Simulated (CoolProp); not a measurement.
Propane at 298.15 K and 3.51 MPa flows at 5 m/s in a round tube of 2 mm bore and 15 µm roughness, fully developed (64/Re and Nu = 3.66 if laminar; Colebrook and Gnielinski if turbulent). Each further row changes one setting.

Computed with CoolProp (reference Helmholtz-energy equation of state, Lemmon 2009).

| case | Reynolds number | Darcy friction factor | pressure drop (Pa/m) | heat-transfer coefficient (W/(m² K)) | mass flow (kg/h) |
|---|---|---|---|---|---|
| as stated | 48900 | 0.0359 | 112000 | ? | 28.3 |
| velocity 10 m/s | 97800 | ? | ? | 31500 | ? |
| diameter 4 mm | 97800 | 0.0290 | 45400 | ? | 113 |

Fill in the missing entries.


- as stated, heat-transfer coefficient (W/(m² K)): 15800
- velocity 10 m/s, Darcy friction factor: 0.0352
- velocity 10 m/s, pressure drop (Pa/m): 440000
- velocity 10 m/s, mass flow (kg/h): 56.5
- diameter 4 mm, heat-transfer coefficient (W/(m² K)): 13500

Viscosity comes from a separate model (Vogel 1998). Thermal conductivity comes from a separate model (Marsh 2002).
